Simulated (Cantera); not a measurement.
An adiabatic, constant-volume homogeneous reactor starts with 48.7 % H₂, 7.79 % O₂, 43.6 % N₂, at 1675 K and 9.87 atm.

Computed with Cantera and the H2/O2 subset of GRI-Mech 3.0, which has no nitrogen chemistry. The hydrogen kinetics of GRI-Mech 3.0 are dated; newer H2 mechanisms differ, most at raised pressure.

### Question
Predict: time of steepest temperature rise; temperature at 0.900 s; equilibrium temperature; x(H₂) at 0.900 s; x(O₂) at 0.900 s; x(O) at 0.900 s; x(HO₂) at 0.900 s; x(H₂O₂) at 0.900 s.

### Answer
```
Item                                                                Result
---------------------------------  ---------------------------------------
time of steepest temperature rise                                  1.16 µs
temperature at 0.900 s                                              2887 K
equilibrium temperature                                             2887 K
x(H₂) at 0.900 s                       0.349 (gas-phase equilibrium 0.349)
x(O₂) at 0.900 s                   1.28e-5 (gas-phase equilibrium 1.28e-5)
x(O) at 0.900 s                    6.80e-5 (gas-phase equilibrium 6.80e-5)
x(HO₂) at 0.900 s                  6.07e-8 (gas-phase equilibrium 6.07e-8)
x(H₂O₂) at 0.900 s                 3.43e-8 (gas-phase equilibrium 3.43e-8)
```
